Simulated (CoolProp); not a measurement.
A closed Brayton cycle with dry air: compressor inlet 312.15 K and 3.5 MPa, high pressure 10.6 MPa, turbine inlet 620 K, compressor efficiency 0.85, turbine efficiency 0.93, recuperator effectiveness 0 (on enthalpy, no pinch check). Each further row changes one setting.

Computed with CoolProp (reference Helmholtz-energy equation of state, Lemmon 2000). It is a pseudo-pure fit of the blend.

```csv
case,thermal efficiency (%),net work (kJ/kg),compressor to turbine work,compressor exit (K),turbine exit (K)
as stated,12.1,22.2,0.86,449.8,466.6
turbine inlet 570 K,6.7,8.73,___,449.8,___
compressor inlet 322.15 K,10.4,17.5,0.89,___,466.6
high pressure 9.01 MPa,12.1,___,0.82,___,___
recuperator effectiveness 0.5,12.7,22.2,0.86,449.8,466.6
```

Problem. What belongs in the gaps?

Solution. 
- turbine inlet 570 K, compressor to turbine work: 0.94
- turbine inlet 570 K, turbine exit (K): 427.6
- compressor inlet 322.15 K, compressor exit (K): 463.9
- high pressure 9.01 MPa, net work (kJ/kg): 25.0
- high pressure 9.01 MPa, compressor exit (K): 426.9
- high pressure 9.01 MPa, turbine exit (K): 486.6
